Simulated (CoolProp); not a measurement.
A simple Rankine cycle with R123: condensing at 303.15 K, boiler at 2.74 MPa, turbine inlet 478.9 K, turbine efficiency 0.8, pump efficiency 0.7, no recuperator. Each further row changes one setting.

Values from CoolProp's reference Helmholtz-energy equation of state, Younglove 1994. It is a modified Benedict-Webb-Rubin equation, recast in Helmholtz form.

| case | thermal efficiency (%) | net work (kJ/kg) | heat in (kJ/kg) | turbine exit temperature (K) | volume ratio over the turbine |
|---|---|---|---|---|---|
| as stated | 17.9 | 49.9 | 279 | 384.3 | 26.6 |
| turbine inlet 498.9 K | 17.9 | 53.7 | 300 | 405.7 | 25.5 |
| condensing temperature 295.15 K | 19.0 | 54.5 | 287 | 377.9 | 35.3 |
| boiler pressure 1.92 MPa | 16.5 | 47.7 | 289 | 399.7 | 17.4 |
| turbine efficiency 0.7 | 15.5 | 43.3 | 279 | 392.7 | 27.3 |
